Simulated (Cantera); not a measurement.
Cantera run:

```python
import numpy as np
import cantera as ct

gas_names = [...]  # 118 gases of nasa_gas.yaml made of C, Cl, F, H
cond_names = """
    C(gr) C6H6(L) C7H8(L) C8H18(L),n-octa
""".split()


# ... load() reads the species with a 1 bar reference pressure and builds the phases ...
atoms = {
    'CH3Cl': {'C': 1, 'H': 3, 'CL': 1},
    'F2': {'F': 2},
    'H2': {'H': 2},
}
top_T = {'C(gr)': 4500}  # K; cautious upper limits of use, not melting points


# ... equilibrate(T, P, feed) seeds the gas with the atoms and calls Mixture.equilibrate('TP', solver="vcs", rtol=1e-11, max_steps=5000) ...
results = []
feed = {'CH3Cl': 1, 'F2': 0.033, 'H2': 18}  # mol
T = 2625  # K
P = 160  # Pa
mix = equilibrate(T, P, feed)
results.append((T, P, feed, dict(zip(mix.species_names, mix.species_moles))))
print(gas.report(threshold=1e-06))
for i in range(1, mix.n_phases):
    print(f"{mix.phase(i).name:16s} {mix.phase_moles(i):12.5e} mol")
```

Result:

```
       temperature   2625 K
          pressure   160 Pa
           density   2.0753e-05 kg/m^3
  mean mol. weight   2.8309 kg/kmol
   phase of matter   gas

                          1 kg             1 kmol
                     ---------------   ---------------
          enthalpy        6.9867e+07        1.9779e+08  J
   internal energy        6.2157e+07        1.7596e+08  J
           entropy             84037         2.379e+05  J/K
    Gibbs function       -1.5073e+08       -4.2671e+08  J
 heat capacity c_p            9444.8             26738  J/K
 heat capacity c_v            6507.8             18423  J/K

                      mass frac. Y      mole frac. X     chem. pot. / RT
                     ---------------   ---------------   ---------------
                 C         0.0022657        0.00053401           -3.3773
                CH        5.1997e-05        1.1307e-05            -17.33
               CH2        1.3988e-05         2.823e-06           -31.282
                C2         0.0015808         0.0001863           -6.7546
               C2H         0.0089917          0.001017           -20.707
             C2HCL          7.89e-05        3.6931e-06           -48.874
    C2H2,acetylene          0.055427         0.0060261            -34.66
   C2H2,vinylidene        6.4572e-05        7.0204e-06            -34.66
                C3          0.025129         0.0019743           -10.132
                C4        3.3612e-05        1.9805e-06           -13.509
              C4H2        0.00078901        4.4619e-05           -41.414
                C5        0.00020934         9.868e-06           -16.887
                CL           0.23807          0.019011           -28.167
                 F         7.772e-05        1.1581e-05           -36.637
                 H           0.21955           0.61659           -13.952
               HCL            0.1916          0.014878            -42.12
                HF          0.015723         0.0022248           -50.589
                H2           0.24032           0.33747           -27.905
     [ +100 minor]        2.3722e-05        1.9214e-06

C(gr)             3.74776e-01 mol
```

These are equilibrium values from Cantera (NASA tables, ideal gas, pure condensed phases), not measurements of a reactor.
